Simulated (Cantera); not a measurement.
An isothermal, constant-pressure homogeneous reactor starts with H2 : O2 : N2 = 0.04 : 1 : 0.48 (molar parts), at 1200 K and 20.0 Torr.

Computed with Cantera and the H2/O2 subset of GRI-Mech 3.0, which has no nitrogen chemistry. Radical loss at walls, strong at low pressure, is not modelled.

One state of this run: x H2 = 0.000272; x O2 = 0.642; x O = 0.0128; x H = 0.00200; x H2O = 0.0244. x: mole fraction; the columns are a selection and need not sum to one.

### Question
Which value of t (s) does it belong to?
(A) 2.92
(B) 0.00308
(C) 0.00965
(D) 0.000983

### Answer
C, 0.00965
